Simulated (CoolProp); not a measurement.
Hexamethyldisiloxane (MM) along the isobar 2590 kPa: Z from the reference equation and from simpler models built on Tc = 518.7 K, pc = 1931 kPa, ω = 0.418; each cubic takes its own stable root.

Model: reference Helmholtz-energy equation of state, Thol 2016, in CoolProp.

```
T (K)   phase  reference  van der Waals  Redlich-Kwong  Peng-Robinson
-----  ------  ---------  -------------  -------------  -------------
379.1  liquid     0.1973         0.3151         0.2222         0.1858
384    liquid     0.1965         0.3133         0.2214         0.1850
388.9  liquid     0.1957         0.3116         0.2208         0.1843
393.7  liquid     0.1950         0.3100         0.2202         0.1837
398.6  liquid     0.1944         0.3085         0.2198         0.1833
403.5  liquid     0.1938         0.3072         0.2194         0.1829
408.3  liquid     0.1933         0.3060         0.2192         0.1826
413.2  liquid     0.1929         0.3048         0.2191         0.1824
418.1  liquid     0.1926         0.3038         0.2190         0.1823
422.9  liquid     0.1923         0.3030         0.2191         0.1824
427.8  liquid     0.1921         0.3022         0.2194         0.1826
432.7  liquid     0.1920         0.3016         0.2197         0.1829
437.5  liquid     0.1921         0.3011         0.2202         0.1833
```
